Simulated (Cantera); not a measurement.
**NO annealing gas**

An isothermal, constant-pressure homogeneous reactor starts with 21.3 % NO, 78.7 % N₂, at 2048 K and 0.0267 bar.

Model: GRI-Mech 3.0 (53 species, 325 reactions), integrated in Cantera. Radical loss at walls, strong at low pressure, is not modelled.

| t (s) | x NO | x N₂ | x O | x NO₂ | x N₂O |
|---|---|---|---|---|---|
| 3.00e-6 | 0.213 | 0.787 | 5.91e-9 | <1e-12 | 5.91e-9 |
| 1.27e-5 | 0.213 | 0.787 | 2.50e-8 | 1.89e-12 | 2.50e-8 |
| 5.38e-5 | 0.213 | 0.787 | 1.06e-7 | 3.35e-11 | 1.06e-7 |
| 0.000228 | 0.213 | 0.787 | 4.53e-7 | 5.85e-10 | 4.45e-7 |
| 0.000965 | 0.213 | 0.787 | 1.97e-6 | 9.35e-9 | 1.82e-6 |
| 0.00409 | 0.213 | 0.787 | 9.26e-6 | 1.13e-7 | 6.74e-6 |
| 0.0173 | 0.213 | 0.787 | 4.96e-5 | 8.62e-7 | 1.72e-5 |
| 0.0734 | 0.212 | 0.787 | 0.000228 | 3.72e-6 | 2.04e-5 |
| 0.311 | 0.209 | 0.789 | 0.000470 | 6.92e-6 | 1.83e-5 |
| 1.32 | 0.194 | 0.796 | 0.000703 | 1.10e-5 | 1.47e-5 |
| 5.57 | 0.119 | 0.833 | 0.00132 | 1.44e-5 | 4.79e-6 |
| 23.6 | 0.0139 | 0.886 | 0.00186 | 2.47e-6 | 1.07e-7 |
| 100 | 0.00648 | 0.890 | 0.00189 | 1.17e-6 | 6.30e-8 |
x: mole fraction; the columns are a selection and need not sum to one.

Equilibrium at this temperature and pressure: NO 0.00648, N₂ 0.890, O 0.00189, NO₂ 1.17e-6, N₂O 6.30e-8 (gas phase only).
